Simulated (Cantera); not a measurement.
What does this Cantera script print?

```python
import numpy as np
import cantera as ct

gas_names = [...]  # 118 gases of nasa_gas.yaml made of C, Cl, F, H
cond_names = """
    C(gr) C6H6(L) C7H8(L) C8H18(L),n-octa
""".split()


# ... load() reads the species with a 1 bar reference pressure and builds the phases ...
atoms = {
    'CH3Cl': {'C': 1, 'H': 3, 'CL': 1},
    'F2': {'F': 2},
    'H2': {'H': 2},
}
top_T = {'C(gr)': 4500}  # K; cautious upper limits of use, not melting points


# ... equilibrate(T, P, feed) seeds the gas with the atoms and calls Mixture.equilibrate('TP', solver="vcs", rtol=1e-11, max_steps=5000) ...
results = []
feed = {'CH3Cl': 1, 'F2': 0.027, 'H2': 1.3}  # mol
T = 973  # K
P = 11000  # Pa
mix = equilibrate(T, P, feed)
results.append((T, P, feed, dict(zip(mix.species_names, mix.species_moles))))
x = sorted(zip(gas.X, gas.species_names), reverse=True)
print(f"T = {T:g} K  P = {P:g} Pa  gas = {mix.phase_moles(0):.4g} mol")
print("   x: " + "  ".join(f"{s} {v:.3e}" for v, s in x if v > 1e-05))
print("   condensed (mol): " + ("  ".join(f"{mix.phase(i).name} {mix.phase_moles(i):.4g}"
      for i in range(1, mix.n_phases) if mix.phase_moles(i) > 1e-12) or "none"))
```

Result:

```
T = 973 K  P = 11000 Pa  gas = 3.306 mol
   x: H2 6.747e-01  HCL 3.025e-01  HF 1.634e-02  CH4 6.435e-03
   condensed (mol): C(gr) 0.9787
```

Cantera equilibrium calculation (NASA polynomials, part measured and part estimated; ideal gas, pure solids and liquids).
